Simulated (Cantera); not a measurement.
A Cantera script and its output.

```python
import numpy as np
import cantera as ct

gas = ct.Solution("gri30.yaml")
gas.TPX = 575, 410000, {'CH3OH': 1, 'O2': 2.03, 'N2': 7.62, 'H2O': 0.37}
inlet = ct.Reservoir(gas, clone=True)
gas.equilibrate("HP")  # start burning
reactor = ct.IdealGasConstPressureReactor(gas, energy="on", clone=False)
exhaust = ct.Reservoir(gas, clone=True)
tau = [0.25, 0.068, 0.018, 0.0048, 0.0013, 0.00034, 9e-05, 2.4e-05, 6.4e-06][0]
for a, b in ((inlet, reactor), (reactor, exhaust)):
    ct.MassFlowController(a, b, mdot=lambda t: reactor.mass / tau)
net = ct.ReactorNet([reactor])
show = ['CH3OH', 'O2', 'H2O', 'NO', 'C2H', 'CH3', 'H2']

rows = []
print(f"{'tau/s':>10s}{'T/K':>9s}" + "".join(f"{s:>11s}" for s in show))
for tau in [0.25, 0.068, 0.018, 0.0048, 0.0013, 0.00034, 9e-05, 2.4e-05, 6.4e-06]:
    net.initial_time = 0.0
    net.advance(30 * tau)
    before = gas.X
    net.advance(40 * tau)
    drift = np.max(np.abs(gas.X - before) / (gas.X + 1e-9))
    rows.append([gas.T, *gas[show].X, drift])
    print(f"{tau:10.3e}{gas.T:9.1f}" + "".join(f"{x:11.3e}" for x in gas[show].X))
```

Result:

```
     tau/s      T/K      CH3OH         O2        H2O         NO        C2H        CH3         H2
 2.500e-01   2087.5  2.152e-07  4.509e-02  2.042e-01  1.366e-03  2.364e-16  1.932e-08  2.715e-04
 6.800e-02   2088.1  7.532e-07  4.555e-02  2.041e-01  5.001e-04  2.579e-15  6.459e-08  3.009e-04
 1.800e-02   2084.8  2.529e-06  4.582e-02  2.038e-01  1.781e-04  2.037e-14  1.862e-07  3.962e-04
 4.800e-03   2074.2  7.404e-06  4.619e-02  2.030e-01  8.020e-05  8.105e-14  3.938e-07  6.690e-04
 1.300e-03   2050.2  1.909e-05  4.707e-02  2.013e-01  4.381e-05  1.995e-13  6.958e-07  1.304e-03
 3.400e-04   2001.4  4.887e-05  4.916e-02  1.984e-01  2.354e-05  7.208e-13  1.649e-06  2.578e-03
 9.000e-05   1914.3  1.380e-04  5.383e-02  1.940e-01  1.174e-05  5.589e-12  6.209e-06  4.568e-03
 2.400e-05    575.0  9.074e-02  1.842e-01  3.358e-02  1.719e-20 -1.583e-48  4.455e-25  3.026e-16
 6.400e-06    575.0  9.074e-02  1.842e-01  3.358e-02  2.191e-24  2.040e-55  1.179e-25  3.857e-20
```

Model: GRI-Mech 3.0 (53 species, 325 reactions), integrated in Cantera. GRI-Mech 3.0 was tuned for natural gas; its chemistry of methanol as a main component is partial and can be far from experiment.
